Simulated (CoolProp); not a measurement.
Properties of R1132(E) along the isotherm 377.3 K.

Values from CoolProp's reference Helmholtz-energy equation of state, Akasaka 2024.

```
p (MPa)          phase       Z  cv (kJ/(kg K))  Joule-Thomson coefficient (K/MPa)  expansivity (1/kK)  fugacity coefficient
-------  -------------  ------  --------------  ---------------------------------  ------------------  --------------------
0.591              gas  0.9692          0.9522                              8.358               2.955                0.9699
1.18               gas     [?]          0.9625                              8.515               3.312                0.9404
1.77               gas  0.9041          0.9735                              8.676               3.738                0.9111
2.36               gas     [?]          0.9856                              8.840               4.255                0.8821
2.95               gas     [?]          0.9988                              9.004               4.893                0.8535
3.55               gas  0.7938           1.014                              9.163               5.715                0.8246
4.14               gas     [?]           1.030                              9.303               6.767                0.7965
4.73               gas  0.7094           1.048                              9.411               8.180                0.7685
5.32     supercritical     [?]           1.069                              9.456               10.16                0.7407
5.91     supercritical  0.6113           1.092                                [?]               13.05                0.7130
6.5      supercritical  0.5553           1.118                              9.107               17.41                   [?]
```

**Question.** Some entries are withheld; supply them.

**Answer.** 
- 1.18, Z: 0.9374
- 2.36, Z: 0.8694
- 2.95, Z: 0.8329
- 4.14, Z: 0.7530
- 5.32, Z: 0.6624
- 5.91, Joule-Thomson coefficient (K/MPa): 9.387
- 6.5, fugacity coefficient: 0.6854
